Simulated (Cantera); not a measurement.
A closed system holds: 1 mol C2H2, 0.95 mol O2, 0.41 mol H2, held at 1425 °C and 1.10 bar.

These are equilibrium values from Cantera (NASA tables, ideal gas, pure condensed phases), not measurements of a reactor. Candidate condensed phases: C, C6H6, C7H8, C8H18, H2O; 110 gas species. The numbers say what is thermodynamically allowed, not how fast it happens.

Base state: CO 0.574, H2 0.425, CH4 0.000220, H2O 0.000131, H 8.99e-5, CO2 5.19e-5, C2H2 (acetylene) 3.07e-5 (mole fractions); condensed: C(graphite).

Problem. What changes in the equilibrium state with this change: temperature from 1425 °C to 1952 °C?

Solution. 
```tsv
species	before	after
CO	0.574	0.573
H2	0.425	0.422
H	8.99e-5	0.00401
C2H2 (acetylene)	3.07e-5	0.00124
CO2	5.19e-5	3.54e-6
H2O	0.000131	1.40e-5
C(graphite), mol	0.0997	0.0916
```
